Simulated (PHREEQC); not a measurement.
Make-up at 28 °C: 0.04 mol NiCl2, 0.019 mol Na2SO4 and 0.0024 mol HCl per kg of water. Closed to the air; pH follows from the charge balance.

Computed with PHREEQC (ion-association model, wateq4f.dat).

### Question
The ionic strength comes out as 0.144 mol/kgw. What activity coefficients do Ni+2, SO4-2, NaSO4-, NiCl+, HSO4- get?

### Answer
Ni+2 0.33, SO4-2 0.33, NaSO4- 0.77, NiCl+ 0.76, HSO4- 0.75.

This is a speciation only: nothing precipitates in the calculation. Species that the database lacks are ignored.
